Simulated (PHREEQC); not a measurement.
Model water analysis in mmol/kgw, 25 °C, pH 5.96, pe 12.9:

```
constituent           mmol/kgw
--------------------  --------
Na                    0.000234
K                     0.000108
Ca                    0.000642
Mg                     0.00108
Cl                    1.87e-05
S(6)                  0.000671
Alkalinity (meq/kgw)   0.00239
B                     2.14e-05
Zn                    2.11e-06
Pb                    3.06e-06
```

Valence states are taken as typed.

Computed with PHREEQC (ion-association model, phreeqc.dat).

| quantity | before | after |
|---|---|---|
| ionic strength (mol/kgw) | 7.27e-6 | 6.28e-6 |
| CO2 (mol/kgw) | 8.55e-6 | 5.91e-7 |
| HCO3- (mol/kgw) | 3.48e-6 | 2.40e-6 |
| MgSO4 (mol/kgw) | 1.65e-10 | 1.66e-10 |
| CO3-2 (mol/kgw) | 1.50e-10 | 1.04e-9 |
| CaSO4 (mol/kgw) | 7.46e-11 | 7.48e-11 |
| SI of Pb(OH)2 (Pb(OH)2) | -4.76 | -2.83 |
| SI of Anglesite (PbSO4) | -6.92 | -6.99 |

Task: What was changed between the two runs?
(A) Na from 0.000234 to 0.000117 mmol/kgw
(B) pH from 5.96 to 5.66 at the same alkalinity
(C) temperature from 25 to 55 °C at the same typed pH
(D) pH from 5.96 to 6.96 at the same alkalinity

Result: D, pH from 5.96 to 6.96 at the same alkalinity

No solid was allowed to form.
